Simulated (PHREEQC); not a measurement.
HF is added in steps, without added water, to 1 kg of water holding 0.1 mmol/kgw Ag2SO4, 3.7 mmol/kgw NaCl and 9.1 mmol/kgw Zn(NO3)2, at 60 °C. Oxygen alone is held at its pressure in air (log pO2 = -0.68). CO2 from the air is kept out. Solids allowed: Zn(OH)2-e, Zn4(OH)6SO4, Zn5(OH)8Cl2, Cerargyrite, Ag2O, Ag2SO4, Halite, Mirabilite, Goslarite, ZnF2. Others were left out.

Base run: PHREEQC, ion-association model, wateq4f.dat. Each further column changes one thing. The table gives HSO4- (mol/kgw).

| HF added (mol) | base | 0.0014 mol/kgw CO2 added | NaCl replaced by LiCl at the same molality | NaCl from 0.0037 to 0.0185 mol/kgw | no solid may form |
|---|---|---|---|---|---|
| 0 | 6.06e-8 | 2.78e-7 | 6.07e-8 | ___ | 6.06e-8 |
| 0.0004875 | 2.09e-6 | ___ | 2.09e-6 | 2.07e-6 | 2.09e-6 |
| 0.000975 | 3.36e-6 | ___ | 3.36e-6 | 3.34e-6 | 3.36e-6 |
| 0.001219 | 3.87e-6 | 3.89e-6 | 3.88e-6 | 3.85e-6 | 3.87e-6 |
| 0.001706 | 4.77e-6 | 4.78e-6 | 4.78e-6 | ___ | 4.77e-6 |
| 0.002194 | 5.54e-6 | 5.55e-6 | 5.55e-6 | ___ | 5.54e-6 |
| 0.002681 | 6.23e-6 | 6.23e-6 | 6.23e-6 | ___ | 6.22e-6 |
| 0.002925 | 6.54e-6 | 6.55e-6 | 6.55e-6 | 6.51e-6 | 6.54e-6 |
| 0.003413 | 7.14e-6 | 7.14e-6 | 7.14e-6 | 7.11e-6 | 7.13e-6 |
| 0.0039 | 7.68e-6 | 7.69e-6 | 7.69e-6 | 7.65e-6 | 7.68e-6 |

### Question
Some entries are withheld; supply them.

### Answer

- 0, NaCl from 0.0037 to 0.0185 mol/kgw: 5.68e-8
- 0.0004875, 0.0014 mol/kgw CO2 added: 2.12e-6
- 0.000975, 0.0014 mol/kgw CO2 added: 3.37e-6
- 0.001706, NaCl from 0.0037 to 0.0185 mol/kgw: 4.75e-6
- 0.002194, NaCl from 0.0037 to 0.0185 mol/kgw: 5.51e-6
- 0.002681, NaCl from 0.0037 to 0.0185 mol/kgw: 6.20e-6

Away from 25 °C the constants follow the database's enthalpies or fits; those with neither stay at their 25 °C values. In at least one series the solution becomes supersaturated in solids that the run did not let form, among them Cerargyrite. Solids allowed in the column '0.0014 mol/kgw CO2 added': Zn(OH)2-e, Smithsonite, Zn4(OH)6SO4, Zn5(OH)8Cl2, Cerargyrite, Ag2O, Ag2CO3, Ag2SO4, Halite, Mirabilite, Goslarite, Nahcolite, Natron, ZnF2. Solids allowed in the column 'NaCl replaced by LiCl at the same molality': Zn(OH)2-e, Zn4(OH)6SO4, Zn5(OH)8Cl2, Cerargyrite, Ag2O, Ag2SO4, Goslarite, ZnF2.
